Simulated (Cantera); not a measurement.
**Hydrogen reduction and annealing atmospheres: TiO2 + H2**

Charge: 1 mol TiO2, 0.93 mol H2, at 1 atm.

These are equilibrium values from Cantera (NASA tables, ideal gas, pure condensed phases), not measurements of a reactor. Candidate condensed phases: H2O, Ti, TiO, TiO2, Ti2O3, Ti3O5, Ti4O7; 12 gas species. Mutual solubility and eutectic melting of coexisting phases are not modelled. Condensed phases not in the tables: Magnéli phases beyond Ti4O7. Gases not in the tables: TiO(OH)2. Rates play no part.

```
T (K)  log p H2  log p H2O  log p H  log p OH  log p TiO2  log p O  n TiO2(rutile)  n Ti4O7(s)  n Ti4O7(l)
-----  --------  ---------  -------  --------  ----------  -------  --------------  ----------  ----------
1223       0.01      -2.86    -6.52    -11.43        <-11     <-11           0.995     0.00127           0
1298       0.00      -2.53    -5.97    -10.39        <-11     <-11           0.989     0.00272           0
1373       0.00      -2.23    -5.48     -9.46        <-11     <-11           0.978     0.00538           0
1448       0.00      -1.97    -5.03     -8.62        <-11     <-11           0.960     0.00994           0
1523       0.00      -1.73    -4.64     -7.87      -11.67     <-11           0.931      0.0173           0
1598      -0.01      -1.51    -4.28     -7.19      -10.68   -11.54           0.886      0.0285           0
1673      -0.02      -1.31    -3.95     -6.57       -9.78   -10.59           0.821      0.0448           0
1748      -0.03      -1.13    -3.65     -6.00       -8.96    -9.73           0.731      0.0673           0
1823      -0.04      -0.98    -3.38     -5.48       -8.21    -8.93           0.612      0.0971           0
1898      -0.06      -0.83    -3.14     -5.00       -7.52    -8.20           0.461       0.135           0
1973      -0.10      -0.65    -2.92     -4.49       -6.88    -7.44           0.181           0       0.205
2048      -0.13      -0.57    -2.72     -4.11       -6.36    -6.84               0           0       0.250
2123      -0.13      -0.57    -2.51     -3.85       -5.90    -6.38               0           0       0.250
2198      -0.13      -0.57    -2.32     -3.61       -5.47    -5.96               0           0       0.250
```
log p: log10 of the partial pressure in bar; n: condensed amount in mol.

From 1223 K to 1898 K the condensed part is TiO2(rutile) + Ti4O7(s). At 1973 K the condensed part is TiO2(rutile) + Ti4O7(l). From 2048 K to 2198 K the condensed part is Ti4O7(l).
